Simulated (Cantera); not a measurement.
# Chlorosilane synthesis and conversion: SiCl4 + H2 + HCl

Feed: 1 mol SiCl4, 1.1 mol H2, 4.7 mol HCl, held at 1348.15 K and 8250 Torr.

Method: chemical equilibrium by Gibbs-energy minimisation in Cantera with the NASA 1993 tables (ideal gas, pure condensed phases). Candidate condensed phases: Si; 19 gas species. The tables' values for SiCl3 are old estimates; treat these amounts as uncertain. The numbers say what is thermodynamically allowed, not how fast it happens.

| Quantity | Result |
|---|---|
| x(HCl) | 0.694 |
| x(H2) | 0.159 |
| x(SiCl4) | 0.144 |
| x(SiHCl3) | 0.00189 |
| x(SiCl3) | 0.000673 |
| x(SiCl2) | 1.57e-5 |
| x(SiH2Cl2) | 3.59e-6 |
| x(Cl) | 1.01e-6 |
| gas amount | 6.802 mol |
| log10 activity of Si(s) (absent) | -5.73 |
